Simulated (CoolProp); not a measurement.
Properties of the fluoroketone C6F12O (FK-5-1-12) along the isotherm 499.2 K (Tc = 441.8 K, pc = 18.69 bar, ω = 0.471).

Values from CoolProp's reference Helmholtz-energy equation of state, McLinden 2015.

```
p (bar)          phase  density (kg/m³)  expansivity (1/kK)  fugacity coefficient
-------  -------------  ---------------  ------------------  --------------------
13.4               gas            122.6               3.924                0.8500
26.7     supercritical            317.7               8.998                0.7148
40.1     supercritical            612.3               12.42                0.5980
53.4     supercritical            799.8               7.694                   ___
66.8     supercritical            900.3               5.467                0.4663
80.1     supercritical            965.5                 ___                0.4334
93.5     supercritical             1014               3.650                0.4116
107      supercritical             1052               3.186                0.3973
120      supercritical              ___               2.864                0.3886
134      supercritical             1111               2.601                0.3835
147      supercritical             1134               2.409                0.3818
160      supercritical             1155               2.252                0.3825
174      supercritical             1174               2.113                0.3854
187      supercritical             1191               2.003                0.3899
```

### Question
Complete the blanks.

### Answer

- 53.4, fugacity coefficient: 0.5176
- 80.1, expansivity (1/kK): 4.337
- 120, density (kg/m³): 1083
